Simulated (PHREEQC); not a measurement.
A solution holds 0.015 mol/kgw NH4Br, at 25 °C. It is in equilibrium with CO2 at log p = -2 (atm). Otherwise closed; pH follows from the charge balance.

All values are PHREEQC results (ion-association model, wateq4f.dat), not measurements.

Precipitation was switched off in this run.

Question: Predict the pH.

Answer: pH 4.90.

Question: In which forms is C present?

Answer: CO2 96 %, HCO3- 3.8 % of the C.
